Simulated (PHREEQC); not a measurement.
Solution (25 °C): 0.0013 mol/kgw PbCl2 and 7.3e-05 mol/kgw HBF4. Closed to the air; pH follows from the charge balance.

Computed with PHREEQC (ion-association model, wateq4f.dat).

This is a speciation only: nothing precipitates in the calculation.

Question: Order these F species by the share of F that they hold, largest first: F-, PbF+, HF.

Answer: F- (76 %), HF (23 %), PbF+ (1.2 %)

The pH is 3.67 and the ionic strength 0.00393 mol/kgw. Examples of supersaturated solids here: Matlockite. Others may be too. Real BF4- forms and hydrolyses slowly; the run takes it at equilibrium.
